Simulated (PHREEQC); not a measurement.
A solution holds 1.1 mmol/kgw Ba(NO3)2 and 0.089 mmol/kgw SrBr2, at 85 °C. It is in equilibrium with CO2 at log p = -3.5 (atm). Otherwise closed; pH follows from the charge balance.

All values are PHREEQC results (ion-association model, phreeqc.dat), not measurements.

Precipitation was switched off in this run.

### Question
What pH, specific conductance does the model give?

### Answer
pH 5.84; specific conductance 798 µS/cm.

### Question
In which forms is C present?

### Answer
CO2 74 %, HCO3- 24 %, BaHCO3+ 1.3 % of the C.

Constants without temperature data keep their 25 °C values here.
